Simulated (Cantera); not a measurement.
Charge: 1 mol Ni, 1.8 mol H2S, 95 mol H2, equilibrated at 22000 Pa.

Cantera equilibrium calculation (NASA polynomials, part measured and part estimated; ideal gas, pure solids and liquids). Candidate condensed phases: Ni, NiS, NiS2, Ni3S2, Ni3S4, S; 9 gas species. Equilibrium is a limit: real reactors are often held back by kinetics, nucleation or transport.

Problem. At 1127 °C, list the 5 most abundant gas species with their mole fractions, and the condensed phases.

Solution. H2 0.988, H2S 0.0116, SH 4.33e-5, S2 1.69e-5, H 1.03e-5. Condensed: Ni3S2(l).
